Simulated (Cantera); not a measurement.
# Premixed flame

A freely propagating, adiabatic, planar premixed flame of H2 : O2 : N2 = 1 : 0.208 : 0.854 (molar parts), equivalence ratio 2.4, unburnt at 500 K and 500000 Pa; multicomponent+Soret transport, grid criteria slope 0.08 and curve 0.16, no radiation.

Model: the H2/O2 subset of GRI-Mech 3.0, which has no nitrogen chemistry, integrated in Cantera. The hydrogen kinetics of GRI-Mech 3.0 are dated; newer H2 mechanisms differ, most at raised pressure. Burning velocities carry a grid error of a few per cent, more on coarse grids.

```tsv
z (mm)	T (K)	u (m/s)	x H2	x O2	x H2O2	x H	x HO2	x OH
-0.166	500	5.24	0.485	0.101	<1e-8	<1e-8	<1e-8	<1e-8
-0.110	500	5.24	0.485	0.101	<1e-8	<1e-8	1.44e-8	<1e-8
-0.0828	500	5.24	0.484	0.101	<1e-8	<1e-8	2.04e-7	<1e-8
-0.0552	503	5.23	0.481	0.102	1.96e-7	<1e-8	4.33e-6	<1e-8
-0.0276	588	5.81	0.447	0.106	3.36e-5	8.68e-5	0.000632	6.64e-5
-0.0138	891	8.58	0.413	0.0950	6.46e-5	0.00328	0.000626	0.000645
0	1261	12.1	0.367	0.0659	1.88e-5	0.0160	0.000282	0.00112
0.0138	1518	14.5	0.321	0.0325	2.99e-6	0.0314	0.000124	0.00176
0.0276	1655	15.8	0.295	0.0126	1.25e-6	0.0390	4.64e-5	0.00194
0.0552	1771	16.9	0.285	0.00175	4.88e-7	0.0378	6.07e-6	0.00187
0.110	1860	17.7	0.290	0.000107	2.18e-7	0.0285	4.10e-7	0.00164
0.221	1933	18.3	0.297	2.08e-5	1.02e-7	0.0188	1.11e-7	0.00124
0.442	1985	18.7	0.302	7.97e-6	4.37e-8	0.0114	4.65e-8	0.000820
```
x: mole fraction of selected species; z is measured from the peak of heat release.

```
Item                         Result
------------------------  ---------
laminar burning velocity   524 cm/s
thermal thickness         0.0552 mm
peak x(H2O2)                6.79e-5
peak x(H)                    0.0399
peak x(HO2)                0.000878
peak x(OH)                  0.00194
```
